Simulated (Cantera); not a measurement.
Charge: 1 mol Ca(OH)2, 0.086 mol CO2, 0.041 mol H2O, at 850 °C and 1.43 Torr.

Method: chemical equilibrium by Gibbs-energy minimisation in Cantera with the NASA 1993 tables (ideal gas, pure condensed phases). Candidate condensed phases: C, C6H6, C7H8, C8H18, Ca, CaCO3, CaO, Ca(OH)2, H2O; 115 gas species. Rates play no part.

Task: What is the equilibrium state?

Result: 
| Item | Result |
|---|---|
| x(H2O) | 0.924 |
| x(CO2) | 0.0763 |
| x(H2) | 1.65e-5 |
| x(O2) | 8.73e-6 |
| x(CO) | 1.49e-6 |
| x(OH) | 1.15e-6 |
| n(CaO(s)) | 1.00 mol |
| gas amount | 1.127 mol |
| log10 activity of C(graphite) (absent) | -14.47 |
| log10 activity of Ca(l) (absent) | -20.16 |
